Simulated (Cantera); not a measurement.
Feed: 1 mol FeS2, 1.8 mol O2, 0.053 mol CO2, 1.3 mol SO3, equilibrated at 775 K and 3.00 bar.

Cantera equilibrium calculation (NASA polynomials, part measured and part estimated; ideal gas, pure solids and liquids). Candidate condensed phases: C, Fe, Fe(CO)5, FeO, FeS, FeSO4, FeS2, Fe2O3, Fe2(SO4)3, Fe3O4, S; 25 gas species. Gases not in the tables: S3 to S7. The numbers say what is thermodynamically allowed, not how fast it happens.

Base state: SO2 0.983, CO2 0.0166, S2 0.000460, S2O 0.000274 (mole fractions); condensed: FeS2(s) + Fe3O4(s).

### Question
What changes in the equilibrium state with this change: temperature from 775 K to 1275 K?

### Answer
```tsv
species	before	after
SO2	0.983	0.949
S2	0.000460	0.0296
CO2	0.0166	0.0162
S2O	0.000274	0.00483
SO	1.04e-7	0.000474
CO	1.10e-7	0.000152
FeS2(s), mol	0.0797	0
Fe3O4(s), mol	0.307	0.333
```

### Question
What changes in the equilibrium state with this change: temperature from 775 K to 1475 K?

### Answer
| species | before | after |
|---|---|---|
| SO2 | 0.983 | 0.948 |
| S2 | 0.000460 | 0.0293 |
| CO2 | 0.0166 | 0.0158 |
| S2O | 0.000274 | 0.00456 |
| SO | 1.04e-7 | 0.00223 |
| CO | 1.10e-7 | 0.000533 |
| COS | 4.20e-7 | 2.15e-5 |
| FeS2(s), mol | 0.0797 | 0 |
| Fe3O4(s), mol | 0.307 | 0.333 |

### Question
What changes in the equilibrium state with this change: pressure from 3.00 bar to 0.100 bar?

### Answer
```tsv
species	before	after
SO2	0.983	0.980
CO2	0.0166	0.0166
S2	0.000460	0.00252
S2O	0.000274	0.000418
FeS2(s), mol	0.0797	0.0745
Fe3O4(s), mol	0.307	0.309
```
